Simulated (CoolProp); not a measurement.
Vapour-liquid equilibrium of n-hexane (1) + o-xylene (2) at 392.3 K; x and y are mole fractions of (1).

Values from CoolProp's multi-fluid Helmholtz-energy mixture model, Thol 2019 and Zhou 2012; pair parameters Bell 2016.

**Question.** Give the bubble pressure and the first vapour's composition at x = 0.05, 0.5, 0.8. Is there an azeotrope?

**Answer.** x = 0.05: 0.6930 bar, y = 0.315; x = 0.5: 2.275 bar, y = 0.873; x = 0.8: 3.235 bar, y = 0.958. No azeotrope shows between x = 0.05 and 0.95.

The pair parameters rest on a limited set of measurements; away from them the model extrapolates.
